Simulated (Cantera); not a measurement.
Input: 1 mol Ti, 3.1 mol CO, 49 mol H2, held at 1.60 mbar.

These are equilibrium values from Cantera (NASA tables, ideal gas, pure condensed phases), not measurements of a reactor. Candidate condensed phases: C, C6H6, C7H8, C8H18, H2O, Ti, TiC, TiO, TiO2, Ti2O3, Ti3O5, Ti4O7; 113 gas species. Mutual solubility and eutectic melting of coexisting phases are not modelled. TiC, TiO: taken at fixed stoichiometry. Condensed phases not in the tables: solid solutions among these carbides, nitrides and lower oxides. Kinetics and transport are ignored.

x: gas mole fraction; n: condensed amount in mol.

```csv
T (K),x H2,x CO,x H,x CH4,x H2O,x CO2,x TiO,n C(graphite),n Ti3O5(s),n TiC(s),n Ti2O3(s),n TiO(s)
1050,0.971,0.0284,2.00e-7,___,8.02e-6,2.76e-7,<1e-12,1.66,0.333,0,0,0
1100,0.951,0.0485,6.30e-7,___,9.05e-6,4.55e-7,<1e-12,0,0,0.599,0.200,0
1150,0.951,0.0485,1.82e-6,___,1.01e-5,4.32e-7,<1e-12,0,0,0.600,0.200,0
1200,0.951,0.0485,4.81e-6,___,1.11e-5,4.11e-7,<1e-12,0,0,0.600,0.200,0
1250,0.951,0.0485,1.18e-5,___,1.21e-5,3.93e-7,<1e-12,0,0,0.600,0.200,0
1300,0.951,0.0485,2.70e-5,___,1.30e-5,3.77e-7,1.22e-12,0,0,0.600,0.200,0
1350,0.951,0.0485,5.81e-5,___,1.40e-5,3.62e-7,1.15e-11,0,0,0.600,0.200,0
1400,0.951,0.0485,0.000119,___,1.49e-5,3.50e-7,9.18e-11,0,0,0.600,0.200,0
1450,0.951,0.0485,0.000231,___,1.58e-5,3.38e-7,6.33e-10,0,0,0.600,0.200,0
1500,0.951,0.0485,0.000429,___,1.66e-5,3.28e-7,3.83e-9,0,0,0.600,0.200,0
1550,0.951,0.0485,0.000768,___,1.74e-5,3.18e-7,2.05e-8,0,0,0.600,0.200,0
1600,0.948,0.0503,0.00132,___,1.84e-5,3.26e-7,9.75e-8,0,0,0.500,0,0.500
1650,0.947,0.0503,0.00221,___,1.75e-5,2.89e-7,3.54e-7,0,0,0.500,0,0.500
```

Question: Some entries are withheld; supply them.

Answer: 
- 1050, x CH4: 8.65e-5
- 1100, x CH4: 3.80e-5
- 1150, x CH4: 1.17e-5
- 1200, x CH4: 3.97e-6
- 1250, x CH4: 1.47e-6
- 1300, x CH4: 5.89e-7
- 1350, x CH4: 2.53e-7
- 1400, x CH4: 1.16e-7
- 1450, x CH4: 5.59e-8
- 1500, x CH4: 2.84e-8
- 1550, x CH4: 1.51e-8
- 1600, x CH4: 8.51e-9
- 1650, x CH4: 5.36e-9
